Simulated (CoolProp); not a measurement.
The numbers come from the reference Helmholtz-energy equation of state, Beckmüller 2019 in CoolProp.

**Question.** For n-octane, give the phase and the Joule-Thomson coefficient (K/MPa), conductivity (mW/(m K)) at 477.2 K and 0.0102 MPa; 477.2 K and 0.294 MPa; 477.2 K and 1.24 MPa.

**Answer.** 
- 477.2 K and 0.0102 MPa: gas; Joule-Thomson coefficient 14.0, conductivity 28.3
- 477.2 K and 0.294 MPa: gas; Joule-Thomson coefficient 16.3, conductivity 29.1
- 477.2 K and 1.24 MPa: liquid; Joule-Thomson coefficient 0.103, conductivity 78.9

Thermal conductivity comes from a separate model (Huber 2005).
